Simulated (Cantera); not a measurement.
A perfectly stirred reactor is fed with N₂O : H₂ : N₂ = 1 : 0.021 : 4 (molar parts), at 750 Torr; it is held at 1550 K, and followed from long to short residence time.

Detailed kinetics in Cantera: GRI-Mech 3.0 (53 species, 325 reactions). GRI-Mech 3.0 was tuned for natural gas; its chemistry of N2O as a main component is partial and can be far from experiment. The temperature is held fixed by assumption; the heat of reaction is taken as removed at once.

x: mole fraction; the columns are a selection and need not sum to one.

```json
[
 {"τ (s)": "2.9", "x N₂O": "0.00109", "x H₂": "9.78e-7", "x O₂": "0.0830", "x N₂": "0.901", "x NO₂": "4.80e-5", "x H₂O": "0.00379"},
 {"τ (s)": "1.5", "x N₂O": "0.00202", "x H₂": "1.53e-6", "x O₂": "0.0812", "x N₂": "0.900", "x NO₂": "6.19e-5", "x H₂O": "0.00379"},
 {"τ (s)": "0.80", "x N₂O": "0.00358", "x H₂": "2.36e-6", "x O₂": "0.0790", "x N₂": "0.897", "x NO₂": "7.72e-5", "x H₂O": "0.00379"},
 {"τ (s)": "0.42", "x N₂O": "0.00635", "x H₂": "3.71e-6", "x O₂": "0.0761", "x N₂": "0.894", "x NO₂": "9.41e-5", "x H₂O": "0.00379"},
 {"τ (s)": "0.22", "x N₂O": "0.0111", "x H₂": "5.92e-6", "x O₂": "0.0723", "x N₂": "0.890", "x NO₂": "0.000111", "x H₂O": "0.00379"},
 {"τ (s)": "0.11", "x N₂O": "0.0195", "x H₂": "9.91e-6", "x O₂": "0.0671", "x N₂": "0.884", "x NO₂": "0.000126", "x H₂O": "0.00380"},
 {"τ (s)": "0.059", "x N₂O": "0.0316", "x H₂": "1.60e-5", "x O₂": "0.0610", "x N₂": "0.877", "x NO₂": "0.000135", "x H₂O": "0.00381"},
 {"τ (s)": "0.031", "x N₂O": "(withheld)", "x H₂": "(withheld)", "x O₂": "(withheld)", "x N₂": "0.867", "x NO₂": "0.000138", "x H₂O": "0.00383"},
 {"τ (s)": "0.016", "x N₂O": "(withheld)", "x H₂": "(withheld)", "x O₂": "(withheld)", "x N₂": "0.855", "x NO₂": "0.000132", "x H₂O": "0.00385"},
 {"τ (s)": "0.0084", "x N₂O": "0.105", "x H₂": "8.16e-5", "x O₂": "0.0319", "x N₂": "0.841", "x NO₂": "0.000117", "x H₂O": "0.00387"}
]
```

Problem. Some entries are withheld; supply them.

Solution. 
- 0.031, x N₂O: 0.0501
- 0.031, x H₂: 2.69e-5
- 0.031, x O₂: 0.0530
- 0.016, x N₂O: 0.0757
- 0.016, x H₂: 4.69e-5
- 0.016, x O₂: 0.0428
